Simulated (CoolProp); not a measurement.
Properties of fluorine along the isobar 1.01 bar (Tc = 144.4 K, pc = 52.40 bar, ω = 0.045).

Values from CoolProp's reference Helmholtz-energy equation of state, de Reuck 1990.

```json
[
 {"T (K)": "99.9", "phase": "gas", "Z": "0.9796", "speed of sound (m/s)": "173.0", "Joule-Thomson coefficient (K/MPa)": "17.90", "isothermal compressibility (1/MPa)": "10.11", "expansivity (1/kK)": "10.69", "fugacity coefficient": "0.9799"},
 {"T (K)": "103.5", "phase": "gas", "Z": "0.9818", "speed of sound (m/s)": "176.3", "Joule-Thomson coefficient (K/MPa)": "16.56", "isothermal compressibility (1/MPa)": "10.09", "expansivity (1/kK)": "10.24", "fugacity coefficient": "0.9820"},
 {"T (K)": "107.1", "phase": "gas", "Z": "0.9837", "speed of sound (m/s)": "179.5", "Joule-Thomson coefficient (K/MPa)": "15.36", "isothermal compressibility (1/MPa)": "10.07", "expansivity (1/kK)": "9.835", "fugacity coefficient": "0.9839"},
 {"T (K)": "110.7", "phase": "gas", "Z": "0.9853", "speed of sound (m/s)": "182.7", "Joule-Thomson coefficient (K/MPa)": "14.29", "isothermal compressibility (1/MPa)": "10.05", "expansivity (1/kK)": "9.465", "fugacity coefficient": "0.9855"},
 {"T (K)": "114.3", "phase": "gas", "Z": "0.9867", "speed of sound (m/s)": "185.8", "Joule-Thomson coefficient (K/MPa)": "13.32", "isothermal compressibility (1/MPa)": "10.04", "expansivity (1/kK)": "9.124", "fugacity coefficient": "0.9869"},
 {"T (K)": "117.9", "phase": "gas", "Z": "0.9880", "speed of sound (m/s)": "188.8", "Joule-Thomson coefficient (K/MPa)": "12.45", "isothermal compressibility (1/MPa)": "10.02", "expansivity (1/kK)": "8.810", "fugacity coefficient": "0.9881"},
 {"T (K)": "121.5", "phase": "gas", "Z": "0.9891", "speed of sound (m/s)": "191.8", "Joule-Thomson coefficient (K/MPa)": "11.67", "isothermal compressibility (1/MPa)": "10.01", "expansivity (1/kK)": "8.519", "fugacity coefficient": "0.9892"},
 {"T (K)": "125.1", "phase": "gas", "Z": "0.9900", "speed of sound (m/s)": "194.7", "Joule-Thomson coefficient (K/MPa)": "10.96", "isothermal compressibility (1/MPa)": "10.00", "expansivity (1/kK)": "8.249", "fugacity coefficient": "0.9901"},
 {"T (K)": "128.7", "phase": "gas", "Z": "0.9909", "speed of sound (m/s)": "197.5", "Joule-Thomson coefficient (K/MPa)": "10.31", "isothermal compressibility (1/MPa)": "9.993", "expansivity (1/kK)": "7.996", "fugacity coefficient": "0.9910"},
 {"T (K)": "132.3", "phase": "gas", "Z": "0.9917", "speed of sound (m/s)": "200.4", "Joule-Thomson coefficient (K/MPa)": "9.715", "isothermal compressibility (1/MPa)": "9.985", "expansivity (1/kK)": "7.760", "fugacity coefficient": "0.9917"},
 {"T (K)": "135.9", "phase": "gas", "Z": "0.9923", "speed of sound (m/s)": "203.1", "Joule-Thomson coefficient (K/MPa)": "9.173", "isothermal compressibility (1/MPa)": "9.978", "expansivity (1/kK)": "7.538", "fugacity coefficient": "0.9924"},
 {"T (K)": "139.5", "phase": "gas", "Z": "0.9930", "speed of sound (m/s)": "205.8", "Joule-Thomson coefficient (K/MPa)": "8.677", "isothermal compressibility (1/MPa)": "9.972", "expansivity (1/kK)": "7.330", "fugacity coefficient": "0.9930"},
 {"T (K)": "143.1", "phase": "gas", "Z": "0.9935", "speed of sound (m/s)": "208.5", "Joule-Thomson coefficient (K/MPa)": "8.220", "isothermal compressibility (1/MPa)": "9.966", "expansivity (1/kK)": "7.133", "fugacity coefficient": "0.9935"},
 {"T (K)": "146.7", "phase": "gas", "Z": "0.9940", "speed of sound (m/s)": "211.2", "Joule-Thomson coefficient (K/MPa)": "7.799", "isothermal compressibility (1/MPa)": "9.961", "expansivity (1/kK)": "6.948", "fugacity coefficient": "0.9940"},
 {"T (K)": "150.3", "phase": "gas", "Z": "0.9944", "speed of sound (m/s)": "213.8", "Joule-Thomson coefficient (K/MPa)": "7.411", "isothermal compressibility (1/MPa)": "9.957", "expansivity (1/kK)": "6.772", "fugacity coefficient": "0.9945"},
 {"T (K)": "153.9", "phase": "gas", "Z": "0.9948", "speed of sound (m/s)": "216.3", "Joule-Thomson coefficient (K/MPa)": "7.052", "isothermal compressibility (1/MPa)": "9.953", "expansivity (1/kK)": "6.605", "fugacity coefficient": "0.9949"}
]
```
